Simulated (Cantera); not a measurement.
Input: 1 mol MgO, 5.9 mol C, 8.1 mol H2, at 2425 K and 100 Torr.

Cantera equilibrium calculation (NASA polynomials, part measured and part estimated; ideal gas, pure solids and liquids). Candidate condensed phases: C, C6H6, C7H8, C8H18, H2O, Mg, MgCO3, MgO, Mg(OH)2; 116 gas species. The tables' values for MgH are old estimates; treat these amounts as uncertain. The numbers say what is thermodynamically allowed, not how fast it happens.

Base state: H2 0.757, CO 0.0969, Mg 0.0963, H 0.0427, C2H2 (acetylene) 0.00591, MgH 0.000590, C2H 2.03e-5, C4H2 1.90e-5 (mole fractions); condensed: C(graphite).

Problem. What changes in the equilibrium state with this change: pressure from 100 Torr to 750 Torr?

Solution. 
```tsv
species	before	after
H2	0.757	0.781
CO	0.0969	0.0983
Mg	0.0963	0.0967
H	0.0427	0.0158
CH4	1.30e-5	0.000104
CH3	1.34e-5	3.85e-5
MgH	0.000590	0.00165
C2H	2.03e-5	7.53e-6
C(graphite), mol	4.78	4.77
```

Problem. What changes in the equilibrium state with this change: temperature from 2425 K to 2350 K?

Solution. 
```
species             before     after
----------------  --------  --------
H2                   0.757     0.771
CO                  0.0969    0.0976
Mg                  0.0963    0.0970
H                   0.0427    0.0300
C2H2 (acetylene)   0.00591   0.00425
C2H                2.03e-5   8.46e-6
C4H2               1.90e-5   9.63e-6
CH3                1.34e-5   1.11e-5
CH4                1.30e-5   1.54e-5
MgH               0.000590  0.000580
C(graphite), mol      4.78      4.81
```
